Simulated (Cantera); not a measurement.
An isothermal, constant-pressure homogeneous reactor starts with CH4 : H2O : H2 : N2 = 1 : 0.41 : 0.18 : 0.004 (molar parts), at 1325 K and 1000000 Pa.

Model: GRI-Mech 3.0 (53 species, 325 reactions), integrated in Cantera. GRI-Mech 3.0 stops at C3 and has no aromatics, soot or wall deposition, so with more carbon than oxygen in the feed, carbon stays in small species such as C2H2 where larger ones or solid carbon would form.

Question: Predict: x(CH4) at 40.0 s; x(H2O) at 40.0 s; x(H2) at 40.0 s; x(CH2O) at 40.0 s; x(CO) at 40.0 s.

Answer: 
- x(CH4) at 40.0 s = 0.518 (gas-phase equilibrium 0.243)
- x(H2O) at 40.0 s = 0.230 (gas-phase equilibrium 0.000652)
- x(H2) at 40.0 s = 0.207 (gas-phase equilibrium 0.584)
- x(CH2O) at 40.0 s = 1.82e-7 (gas-phase equilibrium 4.59e-7)
- x(CO) at 40.0 s = 0.00620 (gas-phase equilibrium 0.169)
